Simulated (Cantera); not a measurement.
Charge: 1 mol CH3SiCl3, 0.0062 mol C3H8, a varied amount of H2, equilibrated at 1977 °C and 75.0 Torr.

Method: chemical equilibrium by Gibbs-energy minimisation in Cantera with the NASA 1993 tables (ideal gas, pure condensed phases). Candidate condensed phases: C, C6H6, C7H8, C8H18, Si, SiC; 109 gas species. The feed counts by its element totals alone. The tables' values for SiCl, SiCl3 are old estimates; treat these amounts as uncertain. Gases not in the tables: Si2H6 and higher silanes. The numbers say what is thermodynamically allowed, not how fast it happens.

x: gas mole fraction; n: condensed amount in mol.

```
n(H2) (mol)   x H2    x HCl   x SiCl2     x H  n C(graphite)  n SiC(s)
-----------  -----  -------  --------  ------  -------------  --------
5.4          0.656    0.286    0.0286  0.0190          0.242     0.737
8.7          0.739    0.218    0.0147  0.0202          0.152     0.804
14           0.808    0.157   0.00694  0.0211         0.0661     0.854
23           0.864    0.105   0.00315  0.0218              0     0.879
37           0.902      [?]       [?]  0.0223              0     0.870
59           0.928   0.0452  0.000779  0.0226              0     0.842
96           0.945   0.0286  0.000339  0.0228              0     0.780
160          0.956   0.0175  0.000133  0.0230              0     0.663
250          0.963      [?]       [?]  0.0230              0       [?]
410          0.967  0.00697   2.18e-5  0.0231              0     0.178
```

Task: What belongs in the gaps?

Result: 
- 250, x HCl: 0.0113
- 250, x SiCl2: 5.70e-5
- 250, n SiC(s): 0.490
- 37, x HCl: 0.0693
- 37, x SiCl2: 0.00161
